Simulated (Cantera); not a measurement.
Feed: 1 mol HF, 0.7 mol H₂O, 2.4 mol O₂, at 0.130 bar.

These are equilibrium values from Cantera (NASA tables, ideal gas, pure condensed phases), not measurements of a reactor. Candidate condensed phases: H₂O; 22 gas species. Rates play no part.

Question: At 1823 K, list the 5 most abundant gas species with their mole fractions, and the condensed phases.

Answer: O₂ 0.584, HF 0.244, H₂O 0.169, OH 0.00222, O 0.000320. Condensed: gas only.
